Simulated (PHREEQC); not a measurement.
A column of 0.1 m (30 cells, dispersivity 0.008 m, 60 s a shift, diffusion coefficient 3e-10 m²/s) holds 0.14 eq of the database's cation exchanger X per kg of pore water, first in equilibrium with 0.0067 mol MgCl2, 0.0034 mol CaCl2 and 1e-05 mol HCl per kg of water. It is flushed with 1.7 mmol/kgw ZnSO4, 46 mmol/kgw Na2SO4 and 0.01 mmol/kgw HCl, at 40 °C. Values are for the last cell. No CO2 enters from the air. Nothing may precipitate in this run.

All values are PHREEQC results (ion-association model, phreeqc.dat), not measurements.

```json
[
 {"pore volumes": "0", "Na in solution (mol/kgw)": "0", "S in solution (mol/kgw)": "0", "Zn in solution (mol/kgw)": "0", "Cl in solution (mol/kgw)": "0.0202", "Mg in solution (mol/kgw)": "0.00670"},
 {"pore volumes": "0.35", "Na in solution (mol/kgw)": "3.44e-6", "S in solution (mol/kgw)": "0.000181", "Zn in solution (mol/kgw)": "0", "Cl in solution (mol/kgw)": "0.0201", "Mg in solution (mol/kgw)": "0.00680"},
 {"pore volumes": "0.85", "Na in solution (mol/kgw)": "0.00836", "S in solution (mol/kgw)": "0.0195", "Zn in solution (mol/kgw)": "4.95e-9", "Cl in solution (mol/kgw)": "0.0119", "Mg in solution (mol/kgw)": "0.0150"},
 {"pore volumes": "1.183", "Na in solution (mol/kgw)": "0.0274", "S in solution (mol/kgw)": "0.0350", "Zn in solution (mol/kgw)": "6.94e-7", "Cl in solution (mol/kgw)": "0.00537", "Mg in solution (mol/kgw)": "0.0169"},
 {"pore volumes": "1.517", "Na in solution (mol/kgw)": "0.0458", "S in solution (mol/kgw)": "0.0429", "Zn in solution (mol/kgw)": "5.42e-6", "Cl in solution (mol/kgw)": "0.00205", "Mg in solution (mol/kgw)": "0.0146"},
 {"pore volumes": "2.017", "Na in solution (mol/kgw)": "0.0636", "S in solution (mol/kgw)": "0.0467", "Zn in solution (mol/kgw)": "2.15e-5", "Cl in solution (mol/kgw)": "0.000429", "Mg in solution (mol/kgw)": "0.0102"},
 {"pore volumes": "2.35", "Na in solution (mol/kgw)": "0.0705", "S in solution (mol/kgw)": "0.0474", "Zn in solution (mol/kgw)": "3.52e-5", "Cl in solution (mol/kgw)": "0.000150", "Mg in solution (mol/kgw)": "0.00801"},
 {"pore volumes": "2.683", "Na in solution (mol/kgw)": "0.0751", "S in solution (mol/kgw)": "0.0476", "Zn in solution (mol/kgw)": "5.01e-5", "Cl in solution (mol/kgw)": "5.58e-5", "Mg in solution (mol/kgw)": "0.00644"},
 {"pore volumes": "3.017", "Na in solution (mol/kgw)": "0.0784", "S in solution (mol/kgw)": "0.0477", "Zn in solution (mol/kgw)": "6.58e-5", "Cl in solution (mol/kgw)": "2.49e-5", "Mg in solution (mol/kgw)": "0.00529"},
 {"pore volumes": "3.517", "Na in solution (mol/kgw)": "0.0818", "S in solution (mol/kgw)": "0.0477", "Zn in solution (mol/kgw)": "9.10e-5", "Cl in solution (mol/kgw)": "1.27e-5", "Mg in solution (mol/kgw)": "0.00407"},
 {"pore volumes": "3.85", "Na in solution (mol/kgw)": "0.0834", "S in solution (mol/kgw)": "0.0477", "Zn in solution (mol/kgw)": "0.000109", "Cl in solution (mol/kgw)": "1.09e-5", "Mg in solution (mol/kgw)": "0.00349"},
 {"pore volumes": "4.183", "Na in solution (mol/kgw)": "0.0847", "S in solution (mol/kgw)": "0.0477", "Zn in solution (mol/kgw)": "0.000128", "Cl in solution (mol/kgw)": "1.03e-5", "Mg in solution (mol/kgw)": "0.00302"},
 {"pore volumes": "4.683", "Na in solution (mol/kgw)": "0.0862", "S in solution (mol/kgw)": "0.0477", "Zn in solution (mol/kgw)": "0.000160", "Cl in solution (mol/kgw)": "1.01e-5", "Mg in solution (mol/kgw)": "0.00248"},
 {"pore volumes": "5.017", "Na in solution (mol/kgw)": "0.0870", "S in solution (mol/kgw)": "0.0477", "Zn in solution (mol/kgw)": "0.000182", "Cl in solution (mol/kgw)": "1.00e-5", "Mg in solution (mol/kgw)": "0.00219"}
]
```

At this temperature some constants are extrapolated from 25 °C, and those without enthalpy data are left unchanged.
